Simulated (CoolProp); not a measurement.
Vapour-liquid equilibrium of R22 (1) + acetone (2) at 0.492 MPa; x and y are mole fractions of (1).

Model: multi-fluid Helmholtz-energy mixture model, Kamei 1995 and Lemmon 2006; pair parameters Bell 2016, in CoolProp.

```tsv
x	bubble temperature, mixture model (K)	bubble temperature, Raoult's law (K)	y, mixture model	y, Raoult's law
0.05	368.6	363.0	(withheld)	0.450
0.2	341.8	326.4	0.712	0.850
0.35	(withheld)	307.2	0.855	0.941
0.5	(withheld)	295.0	(withheld)	0.973
0.65	296.1	286.3	(withheld)	0.987
0.8	(withheld)	279.6	0.995	0.995
0.95	(withheld)	274.3	(withheld)	0.999
```

Question: Some entries are withheld; supply them.

Answer: 
- 0.05, y, mixture model: 0.332
- 0.35, bubble temperature, mixture model (K): 325.4
- 0.5, bubble temperature, mixture model (K): 310.5
- 0.5, y, mixture model: 0.936
- 0.65, y, mixture model: 0.978
- 0.8, bubble temperature, mixture model (K): 283.6
- 0.95, bubble temperature, mixture model (K): 274.7
- 0.95, y, mixture model: 1.000

The largest gap from Raoult's law is +18.2 K in bubble temperature, at x = 0.35. No azeotrope shows between x = 0.05 and 0.95.

Pair parameters are fitted to limited data, so mixtures are less certain than the pure fluids. With so large a gap from Raoult's law the liquid may split in two, which this calculation doesn't test in full.
